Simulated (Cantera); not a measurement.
A closed system holds: 1 mol SiCl4, 1.4 mol Cl2, 0.56 mol H2, equilibrated at 1098.15 K and 73000 Pa.

Method: chemical equilibrium by Gibbs-energy minimisation in Cantera with the NASA 1993 tables (ideal gas, pure condensed phases). Candidate condensed phases: Si; 19 gas species. Rates play no part.

Base state: HCl 0.378, SiCl4 0.338, Cl2 0.283, Cl 0.000922 (mole fractions); condensed: gas only.

What changes in the equilibrium state with this change: temperature from 1098.15 K to 1675 K?


```csv
species,before,after
HCl,0.378,0.361
SiCl4,0.338,0.322
Cl2,0.283,0.224
Cl,0.000922,0.0931
SiCl3,8.90e-9,0.000226
```
The tables' values for SiCl3 are old estimates; treat these amounts as uncertain.
